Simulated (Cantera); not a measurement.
Input (Python, Cantera):

```python
import numpy as np
import cantera as ct

gas = ct.Solution("gri30.yaml")
gas.TPX = 1198, 1333, {'H2': 0.032, 'O2': 1}
reactor = ct.IdealGasConstPressureReactor(gas, energy="off", clone=False)
net = ct.ReactorNet([reactor])
net.rtol, net.atol = 1e-08, 1e-18
show = ['H2', 'O2', 'H2O2', 'OH', 'H', 'O', 'HO2']
times = np.geomspace(0.0003, 70, 14)

steps = ct.SolutionArray(gas, extra=["t"])
rows = []
print(f"{'t/s':>10s}{'T/K':>9s}{'P/Pa':>11s}" + "".join(f"{s:>11s}" for s in show))
for t in times:
    while net.time < t:
        t_next = net.step()
        steps.append(gas.state, t=t_next)
    rows.append([np.interp(t, steps.t, y) for y in (steps.T, steps.P, *steps(*show).X.T)])
    print(f"{t:10.3e}{rows[-1][0]:9.1f}{rows[-1][1]:11.4g}" + "".join(f"{x:11.3e}" for x in rows[-1][2:]))
rate = np.gradient(steps.T, steps.t)
print("integrator steps:", len(steps.t))
if steps.T.max() > steps.T[0] + 200:
    print(f"time of steepest temperature rise: {steps.t[rate.argmax()]:.4e} s")
gas.TPX = 1198, 1333, {'H2': 0.032, 'O2': 1}
gas.equilibrate("TP")
print(f"equilibrium (TP): T = {gas.T:.1f} K  " + "  ".join(f"{s} {gas[s].X[0]:.3e}" for s in show))
```

It prints:

```
       t/s      T/K       P/Pa         H2         O2       H2O2         OH          H          O        HO2
 3.000e-04   1198.0       1333  3.101e-02  9.690e-01  2.939e-12  9.134e-09  4.993e-09  1.247e-08  8.004e-09
 7.763e-04   1198.0       1333  3.101e-02  9.690e-01  1.967e-11  1.164e-07  5.487e-08  1.722e-07  2.120e-08
 2.009e-03   1198.0       1333  3.089e-02  9.689e-01  2.707e-10  4.469e-05  2.089e-05  6.678e-05  2.798e-07
 5.199e-03   1198.0       1333  6.614e-04  9.441e-01  7.908e-08  2.705e-03  3.999e-03  2.154e-02  2.654e-06
 1.345e-02   1198.0       1333  3.175e-04  9.466e-01  5.465e-08  2.097e-03  2.816e-03  1.985e-02  2.318e-06
 3.481e-02   1198.0       1333  2.328e-04  9.528e-01  5.486e-08  1.799e-03  1.722e-03  1.424e-02  2.091e-06
 9.008e-02   1198.0       1333  1.180e-04  9.606e-01  5.191e-08  1.285e-03  6.035e-04  7.051e-03  1.605e-06
 2.331e-01   1198.0       1333  3.612e-05  9.660e-01  4.075e-08  7.129e-04  1.008e-04  2.133e-03  9.095e-07
 6.032e-01   1198.0       1333  7.590e-06  9.679e-01  2.352e-08  3.284e-04  9.736e-06  4.483e-04  3.554e-07
 1.561e+00   1198.0       1333  1.446e-06  9.683e-01  1.010e-08  1.441e-04  8.172e-07  8.580e-05  1.055e-07
 4.040e+00   1198.0       1333  3.037e-07  9.685e-01  3.628e-09  6.632e-05  7.946e-08  1.813e-05  2.911e-08
 1.045e+01   1198.0       1333  7.535e-08  9.685e-01  1.234e-09  3.315e-05  9.911e-09  4.524e-06  9.617e-09
 2.705e+01   1198.0       1333  2.192e-08  9.685e-01  4.300e-10  1.792e-05  1.566e-09  1.322e-06  5.502e-09
 7.000e+01   1198.0       1333  7.573e-09  9.685e-01  1.674e-10  1.055e-05  3.197e-10  4.582e-07  5.969e-09
integrator steps: 1893
equilibrium (TP): T = 1198.0 K  H2 3.401e-09  O2 9.685e-01  H2O2 8.420e-11  OH 7.073e-06  H 9.665e-11  O 2.061e-07  HO2 7.870e-09
```

Cantera simulation using GRI-Mech 3.0 (53 species, 325 reactions); the numbers are that mechanism's predictions, not measurements. Radical loss at walls, strong at low pressure, is not modelled.
